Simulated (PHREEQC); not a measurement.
Dissolve 0.0017 mol/kgw H2SO4, 0.008 mol/kgw NaCl and 0.044 mol/kgw MgCl2 at 70 °C. Closed to the air; pH follows from the charge balance.

Computed with PHREEQC (ion-association model, wateq4f.dat).

Each row changes one thing in this solution. No solid was allowed to form.

```
case                                 pH  ionic strength (mol/kgw)  SO4-2 (mol/kgw)  HSO4- (mol/kgw)  NaSO4- (mol/kgw)  SI of Halite (NaCl)  SI of Mirabilite (Na2SO4:10H2O)
---------------------------------  ----  ------------------------  ---------------  ---------------  ----------------  -------------------  -------------------------------
as made                            2.58                     0.140         0.000415         0.000134           6.39e-6                -5.06                            -9.07
temperature from 70 to 65 °C       2.58                     0.140         0.000440         0.000126           6.70e-6                -5.05                            -8.86
0.026 mol/kgw NaHCO3 added         6.86                     0.154         0.000501          8.37e-9           3.15e-5                -4.44                            -7.77
NaCl from 0.008 to 0.08 mol/kgw    2.59                     0.213         0.000487         0.000136           6.41e-5                -3.85                            -7.11
NaCl from 0.008 to 0.0016 mol/kgw  2.58                     0.134         0.000407         0.000133           1.28e-6                -5.78                           -10.47
MgCl2 left out                     2.60                    0.0119          0.00109         0.000581           3.44e-5                -5.97                            -8.19
```

Complexes and solids missing from the database can't appear. Some of these states are supersaturated (in Magnesite (slow to form), for instance). Constants without temperature data keep their 25 °C values here.
